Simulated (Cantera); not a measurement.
A perfectly stirred reactor is fed with 0.366 % CH3OH, 0.584 % O2, 99.0 % N2, equivalence ratio 0.94, at 160000 Pa; it is held at 1525 K, and followed from long to short residence time.

Model: GRI-Mech 3.0 (53 species, 325 reactions), integrated in Cantera. GRI-Mech 3.0 was tuned for natural gas; its chemistry of methanol as a main component is partial and can be far from experiment.

x: mole fraction; the columns are a selection and need not sum to one.

| τ (s) | x CH3OH | x O2 | x NO | x H2O2 | x C2H2 | x CO2 |
|---|---|---|---|---|---|---|
| 5.7 | 9.31e-8 | 0.000376 | 6.14e-6 | 1.52e-9 | <1e-12 | 0.00361 |
| 2.5 | 1.51e-7 | 0.000396 | 5.84e-6 | 2.36e-9 | <1e-12 | 0.00358 |
| 1.1 | 2.36e-7 | 0.000427 | 5.32e-6 | 3.63e-9 | <1e-12 | 0.00354 |
| 0.47 | 3.64e-7 | 0.000473 | 4.80e-6 | 5.62e-9 | <1e-12 | 0.00348 |
| 0.21 | ___ | ___ | 4.52e-6 | ___ | <1e-12 | 0.00341 |
| 0.090 | 7.99e-7 | 0.000623 | 4.55e-6 | 1.26e-8 | <1e-12 | 0.00329 |
| 0.040 | ___ | ___ | 4.83e-6 | ___ | 1.98e-12 | 0.00315 |
| 0.017 | 1.78e-6 | 0.000888 | 5.18e-6 | 2.50e-8 | 8.38e-12 | 0.00295 |
| 0.0075 | 2.77e-6 | 0.00107 | 5.29e-6 | 3.28e-8 | 3.23e-11 | 0.00271 |
| 0.0033 | 4.56e-6 | 0.00130 | 4.99e-6 | 4.08e-8 | 1.21e-10 | 0.00239 |
| 0.0014 | 8.42e-6 | 0.00161 | 4.19e-6 | 4.84e-8 | 4.75e-10 | 0.00196 |

**Question.** Fill in the missing entries.

**Answer.** 
- 0.21, x CH3OH: 5.37e-7
- 0.21, x O2: 0.000535
- 0.21, x H2O2: 8.41e-9
- 0.040, x CH3OH: 1.17e-6
- 0.040, x O2: 0.000735
- 0.040, x H2O2: 1.79e-8
